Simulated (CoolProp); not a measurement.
Vapour-liquid equilibrium of CH2F2 (R32) (1) + R236FA (2) at 0.0314 MPa; x and y are mole fractions of (1).

The numbers come from the multi-fluid Helmholtz-energy mixture model, Tillner-Roth 1997 and Pan 2012; pair parameters Bell 2016 in CoolProp.

```tsv
x	bubble temperature (°C)	y at the bubble point	dew temperature at overall composition x (°C)	liquid density (mol/L)
0.05	-34.1	0.369	-27.4	10.47
0.15	-45.3	0.710	-29.3	11.38
0.25	-52.7	0.843	-31.3	12.32
0.35	-57.8	0.904	-33.6	13.33
0.45	-61.4	0.937	-36.2	14.44
0.55	-64.2	0.957	-39.2	15.68
0.65	-66.4	0.971	-42.8	17.11
0.75	-68.3	0.981	-47.2	18.76
0.85	-69.9	0.989	-53.2	20.70
0.95	-71.5	0.997	-63.1	23.03
```

No azeotrope shows between x = 0.05 and 0.95.

Pair parameters are fitted to limited data, so mixtures are less certain than the pure fluids.
